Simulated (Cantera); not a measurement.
A Cantera script and what it prints.

```python
import numpy as np
import cantera as ct

gas_names = """
    CL CL2 H HCL H2 N NH NH2 NH3 N2 N2H2 N2H4 Si SiCL SiCL2 SiCL3 SiCL4 SiH SiHCL3 SiH2 SiH2CL2 SiH3
    SiH3CL SiH4 SiN Si2 Si2N Si3
""".split()
cond_names = """
    NH4CL(a) NH4CL(b) Si(cr) Si(L) Si3N4(a)
""".split()


# ... load() reads the species with a 1 bar reference pressure and builds the phases ...
atoms = {
    'Si3N4': {'Si': 3, 'N': 4},
    'H2': {'H': 2},
    'N2': {'N': 2},
    'Cl2': {'CL': 2},
}
top_T = {'Si3N4(a)': 2400}  # K; cautious upper limits of use, not melting points


# ... equilibrate(T, P, feed) seeds the gas with the atoms and calls Mixture.equilibrate('TP', solver="vcs", rtol=1e-11, max_steps=5000) ...
results = []
feed = {'Si3N4': 1, 'H2': 1.1, 'N2': 31, 'Cl2': 2.4}  # mol
T = 1250  # K
P = 27000  # Pa
mix = equilibrate(T, P, feed)
results.append((T, P, feed, dict(zip(mix.species_names, mix.species_moles))))
x = sorted(zip(gas.X, gas.species_names), reverse=True)
print(f"T = {T:g} K  P = {P:g} Pa  gas = {mix.phase_moles(0):.4g} mol")
print("   x: " + "  ".join(f"{s} {v:.3e}" for v, s in x if v > 0.0001))
print("   condensed (mol): " + ("  ".join(f"{mix.phase(i).name} {mix.phase_moles(i):.4g}"
      for i in range(1, mix.n_phases) if mix.phase_moles(i) > 1e-12) or "none"))
```

Output:

```
T = 1250 K  P = 27000 Pa  gas = 34.26 mol
   x: N2 9.196e-01  HCL 5.256e-02  SiCL4 2.143e-02  H2 5.787e-03  SiCL3 4.785e-04
   condensed (mol): Si3N4(a) 0.748
```

These are equilibrium values from Cantera (NASA tables, ideal gas, pure condensed phases), not measurements of a reactor. The tables' values for SiCl3 are old estimates; treat these amounts as uncertain.
